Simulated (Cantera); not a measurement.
Charge: 1 mol toluene, 3.1 mol CO2, 22 mol H2, held at 13.3 mbar.

Method: chemical equilibrium by Gibbs-energy minimisation in Cantera with the NASA 1993 tables (ideal gas, pure condensed phases). Candidate condensed phases: C, C6H6, C7H8, C8H18, H2O; 110 gas species. Kinetics and transport are ignored.

x: gas mole fraction; n: condensed amount in mol.

```csv
T (°C),x H2,x H,x CO,x C3,x C2H2 (acetylene),n C(graphite)
2177,0.673,0.143,0.179,1.68e-5,0.00587,3.48
2252,0.626,0.192,0.174,5.48e-5,0.00752,3.34
2327,0.571,0.251,0.168,0.000166,0.00925,3.16
2402,___,___,0.162,___,___,2.93
2477,___,___,0.154,___,___,___
2552,0.366,0.468,0.146,0.00321,0.0133,2.08
2627,0.294,0.540,0.138,0.00776,0.0135,1.10
2702,0.229,0.606,0.130,0.0139,0.0112,0
```

Problem. Some entries are withheld; supply them.

Solution. 
- 2402, x H2: 0.507
- 2402, x H: 0.319
- 2402, x C3: 0.000472
- 2402, x C2H2 (acetylene): 0.0109
- 2477, x H2: 0.438
- 2477, x H: 0.392
- 2477, x C3: 0.00127
- 2477, x C2H2 (acetylene): 0.0123
- 2477, n C(graphite): 2.60
